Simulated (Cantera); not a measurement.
**Ignition delay**

Mixture: 47.4 % H₂, 13.2 % O₂, 39.5 % N₂, equivalence ratio 1.8, at 290000 Pa, adiabatic and at constant pressure. Ignition delay is the time to a rise of 400 K.

Cantera simulation using the H2/O2 subset of GRI-Mech 3.0, which has no nitrogen chemistry; the numbers are that mechanism's predictions, not measurements. The hydrogen kinetics of GRI-Mech 3.0 are dated; newer H2 mechanisms differ, most at raised pressure. Where the delays flatten at high temperature, the 400 K rule measures the pace of heat release, not the induction time.

```json
[
 {"T0 (K)": "1175", "delay (ms)": "0.0240"},
 {"T0 (K)": "1250", "delay (ms)": "0.0135"},
 {"T0 (K)": "1325", "delay (ms)": "0.00899"},
 {"T0 (K)": "1400", "delay (ms)": "0.00654"},
 {"T0 (K)": "1475", "delay (ms)": "0.00505"},
 {"T0 (K)": "1550", "delay (ms)": "0.00409"},
 {"T0 (K)": "1625", "delay (ms)": "0.00346"}
]
```
